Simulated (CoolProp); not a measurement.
R113 along the isotherm 500 K: fugacity coefficient from the reference equation and from simpler models built on Tc = 487.2 K, pc = 3.392 MPa, ω = 0.253; each cubic takes its own stable root.

Computed with CoolProp (reference Helmholtz-energy equation of state, Marx 1992).

```json
[
 {"p (MPa)": "0.363", "phase": "gas", "reference": "0.9672", "Redlich-Kwong": "0.9664", "Soave-Redlich-Kwong": "0.9668"},
 {"p (MPa)": "0.727", "phase": "gas", "reference": "0.9346", "Redlich-Kwong": "0.9331", "Soave-Redlich-Kwong": "0.9339"},
 {"p (MPa)": "1.09", "phase": "gas", "reference": "0.9024", "Redlich-Kwong": "0.9003", "Soave-Redlich-Kwong": "0.9016"},
 {"p (MPa)": "1.45", "phase": "gas", "reference": "0.8707", "Redlich-Kwong": "0.8681", "Soave-Redlich-Kwong": "0.8698"},
 {"p (MPa)": "1.82", "phase": "gas", "reference": "0.8384", "Redlich-Kwong": "0.8353", "Soave-Redlich-Kwong": "0.8374"},
 {"p (MPa)": "2.18", "phase": "gas", "reference": "0.8069", "Redlich-Kwong": "0.8035", "Soave-Redlich-Kwong": "0.8061"},
 {"p (MPa)": "2.54", "phase": "gas", "reference": "0.7755", "Redlich-Kwong": "0.7718", "Soave-Redlich-Kwong": "0.7748"},
 {"p (MPa)": "2.91", "phase": "gas", "reference": "0.7429", "Redlich-Kwong": "0.7390", "Soave-Redlich-Kwong": "0.7426"},
 {"p (MPa)": "3.27", "phase": "gas", "reference": "0.7107", "Redlich-Kwong": "0.7066", "Soave-Redlich-Kwong": "0.7109"},
 {"p (MPa)": "3.63", "phase": "supercritical", "reference": "0.6774", "Redlich-Kwong": "0.6731", "Soave-Redlich-Kwong": "0.6783"},
 {"p (MPa)": "4", "phase": "supercritical", "reference": "0.6404", "Redlich-Kwong": "0.6354", "Soave-Redlich-Kwong": "0.6426"},
 {"p (MPa)": "4.36", "phase": "supercritical", "reference": "0.6026", "Redlich-Kwong": "0.5991", "Soave-Redlich-Kwong": "0.6073"},
 {"p (MPa)": "4.72", "phase": "supercritical", "reference": "0.5684", "Redlich-Kwong": "0.5670", "Soave-Redlich-Kwong": "0.5754"},
 {"p (MPa)": "5.09", "phase": "supercritical", "reference": "0.5377", "Redlich-Kwong": "0.5382", "Soave-Redlich-Kwong": "0.5466"}
]
```
